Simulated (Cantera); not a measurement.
Charge: 1 mol SiHCl3, 0.055 mol HCl, 25 mol N2, held at 10.0 Torr.

These are equilibrium values from Cantera (NASA tables, ideal gas, pure condensed phases), not measurements of a reactor. Candidate condensed phases: NH4Cl, Si, Si3N4; 28 gas species. N2 is the only nitrogen source here; it is nearly inert below about 1500 K, so the nitride shown seldom forms there in practice. Kinetics and transport are ignored.

Which condensed phases are stable at each of these points (T (K)): 1198, 1248, 1298, 1348, 1398, 1448, 1498, 1548, 1598, 1648, 1698?


```
T (K)  condensed phases  Si condensed (%)
-----  ----------------  ----------------
1198           Si3N4(s)              46.6
1248           Si3N4(s)              45.5
1298           Si3N4(s)              43.0
1348           Si3N4(s)              38.0
1398           Si3N4(s)              29.3
1448           Si3N4(s)              17.5
1498           Si3N4(s)               5.6
1548           gas only               0.0
1598           gas only               0.0
1648           gas only               0.0
1698           gas only               0.0
```

From 1198 K to 1498 K the condensed part is Si3N4(s). From 1548 K to 1698 K nothing is condensed.
